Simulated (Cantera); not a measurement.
Feed: 1 mol C6H6, 0.029 mol CO2, 0.44 mol H2, equilibrated at 1025 K.

Equilibrium computed with Cantera from the NASA thermochemical tables; the gas is ideal and each condensed phase is pure. Candidate condensed phases: C, C6H6, C7H8, C8H18, H2O; 110 gas species. Kinetics and transport are ignored.

Question: At 56.0 Pa, list the 3 most abundant gas species with their mole fractions, and the condensed phases.

Answer: H2 0.983, CO 0.0166, CH4 3.98e-5. Condensed: C(graphite).
